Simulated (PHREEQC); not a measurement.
0.013 g of hydrous ferric oxide (600 m²/g; 0.2 weak and 0.005 strong sites per Fe, Dzombak-Morel constants, diffuse double layer) in 1 kg of water with 0.001 mol/kgw of an inert sodium salt and 5e-07 mol ZnSO4, at 25 °C; the pH is set by adding NaOH or the inert anion's acid. O2 is buffered at 0.21 atm. CO2 from the air is kept out. Nothing may precipitate in this run.

Base run: PHREEQC, ion-association model, wateq4f.dat. Each further column changes one thing. The table gives Zn sorbed (%).

| pH | base | no electrostatic term (-no_edl) | background salt from 0.001 to 0.0001 mol/kgw | oxide from 0.013 to 0.065 g/kgw | 4.2e-06 mol/kgw H3BO3 added |
|---|---|---|---|---|---|
| 4 | 0.0 | 0.0 | 0.0 | 0.0 | 0.0 |
| 4.75 | 0.0 | 0.1 | 0.0 | 0.1 | 0.0 |
| 5.5 | 0.6 | 3.1 | 0.5 | 2.7 | 0.6 |
| 6.25 | 12.0 | 41.5 | 12.0 | 40.7 | 12.0 |
| 7 | 69.2 | 90.8 | 70.0 | 94.7 | 69.2 |
| 7.75 | 97.8 | 99.0 | 97.9 | 99.8 | 97.8 |
| 8.5 | 99.8 | 99.6 | 99.8 | 100.0 | 99.8 |
| 9.25 | 99.9 | 97.6 | 99.9 | 100.0 | 99.9 |
| 10 | 99.9 | 71.5 | 99.9 | 100.0 | 99.9 |
